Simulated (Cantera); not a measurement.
# Carbothermic reduction: Fe3O4 + C + CO

A closed system holds: 1 mol Fe3O4, 1.6 mol C, 0.53 mol CO, equilibrated at 10.0 Torr.

Equilibrium computed with Cantera from the NASA thermochemical tables; the gas is ideal and each condensed phase is pure. Candidate condensed phases: C, Fe, Fe(CO)5, FeO, Fe2O3, Fe3O4; 15 gas species. Mutual solubility and eutectic melting of coexisting phases are not modelled. The tables' stoichiometric FeO is somewhat more stable than real wüstite, so its field is too wide. FeO: taken at fixed stoichiometry. Kinetics and transport are ignored.

From 725 °C to 875 °C the condensed part is Fe(α) + FeO(s). From 925 °C to 1225 °C the condensed part is Fe(γ) + FeO(s).

```
T (°C)  log p CO  log p CO2  log p Fe  log p FeO  n Fe(α)  n FeO(s)  n Fe(γ)
------  --------  ---------  --------  ---------  -------  --------  -------
725        -1.97      -2.56    -13.87       <-13     1.04      1.96        0
775        -1.97      -2.59    -12.85       <-13     1.01      1.99        0
825        -1.96      -2.61    -11.93       <-13    0.989      2.01        0
875        -1.96      -2.63    -11.10       <-13    0.973      2.03        0
925        -1.96      -2.65    -10.33       <-13        0      2.04    0.958
975        -1.95      -2.66     -9.63     -13.12        0      2.05    0.946
1025       -1.95      -2.68     -8.99     -12.31        0      2.07    0.934
1075       -1.95      -2.69     -8.39     -11.56        0      2.08    0.924
1125       -1.94      -2.71     -7.84     -10.87        0      2.09    0.914
1175       -1.94      -2.72     -7.32     -10.22        0      2.09    0.905
1225       -1.94      -2.73     -6.84      -9.62        0      2.10    0.897
```
log p: log10 of the partial pressure in bar; n: condensed amount in mol.
